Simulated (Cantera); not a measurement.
Input: 1 mol CH₃SiH₃, 0.012 mol C₂H₄, 130 mol H₂, 0.067 mol CH₄, held at 1423 K and 1.00 bar.

Cantera equilibrium calculation (NASA polynomials, part measured and part estimated; ideal gas, pure solids and liquids). Candidate condensed phases: C, C₆H₆, C₇H₈, C₈H₁₈, Si, SiC; 87 gas species. The feed counts by its element totals alone. Rates play no part.

Q: What is the equilibrium state?

A: 
- x(H₂): 0.999
- x(CH₄): 0.000683
- x(H): 6.64e-6
- n(SiC(s)): 1.000 mol
- gas amount: 133.1 mol
- log10 activity of C(graphite) (absent): -0.75
- log10 activity of Si(s) (absent): -1.53
